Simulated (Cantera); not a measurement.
Input (Python, Cantera) and output of one run.

```python
import numpy as np
import cantera as ct

gas_names = """
    CL CL2 Fe FeCL FeCL2 FeCL3 Fe2CL4 Fe2CL6 H HCL H2 N NH NH2 NH3 N2 N2H2 N2H4
""".split()
cond_names = """
    Fe(a) Fe(c) Fe(d) Fe(L) FeCL2(s) FeCL2(L) FeCL3(s) FeCL3(L) NH4CL(a) NH4CL(b)
""".split()


# ... load() reads the species with a 1 bar reference pressure and builds the phases ...
atoms = {
    'Fe': {'Fe': 1},
    'HCl': {'H': 1, 'CL': 1},
    'N2': {'N': 2},
}
top_T = {}  # K; cautious upper limits of use, not melting points


# ... equilibrate(T, P, feed) seeds the gas with the atoms and calls Mixture.equilibrate('TP', solver="vcs", rtol=1e-11, max_steps=5000) ...
results = []
feed = {'Fe': 1, 'HCl': 0.64, 'N2': 0.25}  # mol
P = 38000  # Pa
for T in [1100, 1125, 1150, 1175, 1200, 1225, 1250, 1275, 1300, 1325, 1350]:
    mix = equilibrate(T, P, feed)
    results.append((T, P, feed, dict(zip(mix.species_names, mix.species_moles))))
    x = sorted(zip(gas.X, gas.species_names), reverse=True)
    print(f"T = {T:g} K  P = {P:g} Pa  gas = {mix.phase_moles(0):.4g} mol")
    print("   x: " + "  ".join(f"{s} {v:.3e}" for v, s in x if v > 0.001))
    print("   condensed (mol): " + ("  ".join(f"{mix.phase(i).name} {mix.phase_moles(i):.4g}"
          for i in range(1, mix.n_phases) if mix.phase_moles(i) > 1e-12) or "none"))
```

Result:

```
T = 1100 K  P = 38000 Pa  gas = 0.871 mol
   x: HCL 3.379e-01  N2 2.870e-01  H2 1.984e-01  FeCL2 1.547e-01  Fe2CL4 2.180e-02
   condensed (mol): Fe(a) 0.8272
T = 1125 K  P = 38000 Pa  gas = 0.8747 mol
   x: HCL 3.334e-01  N2 2.858e-01  H2 1.991e-01  FeCL2 1.642e-01  Fe2CL4 1.739e-02
   condensed (mol): Fe(a) 0.8259
T = 1150 K  P = 38000 Pa  gas = 0.8778 mol
   x: HCL 3.284e-01  N2 2.848e-01  H2 2.003e-01  FeCL2 1.726e-01  Fe2CL4 1.381e-02
   condensed (mol): Fe(a) 0.8242
T = 1175 K  P = 38000 Pa  gas = 0.8803 mol
   x: HCL 3.232e-01  N2 2.840e-01  H2 2.019e-01  FeCL2 1.799e-01  Fe2CL4 1.095e-02
   condensed (mol): Fe(a) 0.8223
T = 1200 K  P = 38000 Pa  gas = 0.8823 mol
   x: HCL 3.180e-01  N2 2.833e-01  H2 2.037e-01  FeCL2 1.862e-01  Fe2CL4 8.676e-03
   condensed (mol): Fe(c) 0.8203
T = 1225 K  P = 38000 Pa  gas = 0.8839 mol
   x: HCL 3.127e-01  N2 2.828e-01  H2 2.057e-01  FeCL2 1.918e-01  Fe2CL4 6.891e-03
   condensed (mol): Fe(c) 0.8182
T = 1250 K  P = 38000 Pa  gas = 0.8851 mol
   x: HCL 3.075e-01  N2 2.825e-01  H2 2.078e-01  FeCL2 1.967e-01  Fe2CL4 5.493e-03
   condensed (mol): Fe(c) 0.8161
T = 1275 K  P = 38000 Pa  gas = 0.8861 mol
   x: HCL 3.023e-01  N2 2.821e-01  H2 2.100e-01  FeCL2 2.011e-01  Fe2CL4 4.400e-03
   condensed (mol): Fe(c) 0.814
T = 1300 K  P = 38000 Pa  gas = 0.8868 mol
   x: HCL 2.973e-01  N2 2.819e-01  H2 2.122e-01  FeCL2 2.050e-01  Fe2CL4 3.542e-03
   condensed (mol): Fe(c) 0.8119
T = 1325 K  P = 38000 Pa  gas = 0.8874 mol
   x: HCL 2.924e-01  N2 2.817e-01  H2 2.144e-01  FeCL2 2.085e-01  Fe2CL4 2.868e-03
   condensed (mol): Fe(c) 0.8098
T = 1350 K  P = 38000 Pa  gas = 0.8879 mol
   x: HCL 2.877e-01  N2 2.816e-01  H2 2.166e-01  FeCL2 2.118e-01  Fe2CL4 2.336e-03
   condensed (mol): Fe(c) 0.8077
```

Equilibrium computed with Cantera from the NASA thermochemical tables; the gas is ideal and each condensed phase is pure.
